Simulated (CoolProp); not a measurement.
The fluoroketone C6F12O (FK-5-1-12) at 293.15 K and 0.0132 MPa is compressed adiabatically to 0.097 MPa with isentropic efficiency 0.9. Each further row changes one setting.

Model: reference Helmholtz-energy equation of state, McLinden 2015, in CoolProp.

```json
[
 {"case": "as stated", "work (kJ/kg)": "___", "final temperature (K)": "321.0", "final phase": "two-phase, vapour fraction 0.938", "final density (kg/m³)": "___"},
 {"case": "efficiency 1", "work (kJ/kg)": "___", "final temperature (K)": "321.0", "final phase": "___", "final density (kg/m³)": "13.3"},
 {"case": "efficiency 0.65", "work (kJ/kg)": "___", "final temperature (K)": "___", "final phase": "___", "final density (kg/m³)": "___"}
]
```

What belongs in the gaps?


- as stated, work (kJ/kg): 17.0
- as stated, final density (kg/m³): 13.1
- efficiency 1, work (kJ/kg): 15.3
- efficiency 1, final phase: two-phase, vapour fraction 0.919
- efficiency 0.65, work (kJ/kg): 23.5
- efficiency 0.65, final temperature (K): 322.2
- efficiency 0.65, final phase: gas
- efficiency 0.65, final density (kg/m³): 12.2
